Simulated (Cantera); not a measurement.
Cantera run, input and output.

```python
import numpy as np
import cantera as ct

gas = ct.Solution("gri30.yaml")
gas.TPX = 1425, 500000, {'CH4': 1, 'O2': 2.56, 'N2': 13.1, 'H2O': 2.7}
reactor = ct.IdealGasReactor(gas, energy="on", clone=False)
net = ct.ReactorNet([reactor])
net.rtol, net.atol = 1e-08, 1e-16
show = ['CH4', 'O2', 'H2O', 'CH2CO', 'NO2']
times = np.geomspace(5e-06, 2, 10)

steps = ct.SolutionArray(gas, extra=["t"])
rows = []
print(f"{'t/s':>10s}{'T/K':>9s}{'P/Pa':>11s}" + "".join(f"{s:>11s}" for s in show))
for t in times:
    while net.time < t:
        t_next = net.step()
        steps.append(gas.state, t=t_next)
    rows.append([np.interp(t, steps.t, y) for y in (steps.T, steps.P, *steps(*show).X.T)])
    print(f"{t:10.3e}{rows[-1][0]:9.1f}{rows[-1][1]:11.4g}" + "".join(f"{x:11.3e}" for x in rows[-1][2:]))
rate = np.gradient(steps.T, steps.t)
print("integrator steps:", len(steps.t))
if steps.T.max() > steps.T[0] + 200:
    print(f"time of steepest temperature rise: {steps.t[rate.argmax()]:.4e} s")
gas.TPX = 1425, 500000, {'CH4': 1, 'O2': 2.56, 'N2': 13.1, 'H2O': 2.7}
gas.equilibrate("UV")
print(f"equilibrium (UV): T = {gas.T:.1f} K  " + "  ".join(f"{s} {gas[s].X[0]:.3e}" for s in show))
```

Output:

```
       t/s      T/K       P/Pa        CH4         O2        H2O      CH2CO        NO2
 5.000e-06   1425.0      5e+05  5.165e-02  1.322e-01  1.395e-01  3.727e-18  3.621e-21
 2.096e-05   1425.0      5e+05  5.165e-02  1.322e-01  1.395e-01  9.174e-15  4.811e-19
 8.788e-05   1425.0      5e+05  5.161e-02  1.322e-01  1.395e-01  5.284e-11  8.084e-17
 3.684e-04   1427.7   5.01e+05  5.106e-02  1.319e-01  1.399e-01  7.458e-08  1.732e-14
 1.544e-03   2566.7  9.076e+05  1.766e-16  2.936e-02  2.321e-01  6.884e-19  1.398e-06
 6.475e-03   2554.4   9.03e+05  1.801e-16  2.648e-02  2.325e-01  6.628e-19  6.806e-06
 2.714e-02   2553.1  9.025e+05  1.805e-16  2.619e-02  2.325e-01  6.600e-19  7.327e-06
 1.138e-01   2553.1  9.025e+05  1.805e-16  2.619e-02  2.325e-01  6.600e-19  7.327e-06
 4.771e-01   2553.1  9.025e+05  1.805e-16  2.619e-02  2.325e-01  6.600e-19  7.327e-06
 2.000e+00   2553.1  9.025e+05  1.805e-16  2.619e-02  2.325e-01  6.600e-19  7.327e-06
integrator steps: 2050
time of steepest temperature rise: 1.0732e-03 s
equilibrium (UV): T = 2553.1 K  CH4 2.378e-16  O2 2.619e-02  H2O 2.325e-01  CH2CO 7.907e-19  NO2 7.327e-06
```

Detailed kinetics in Cantera: GRI-Mech 3.0 (53 species, 325 reactions).
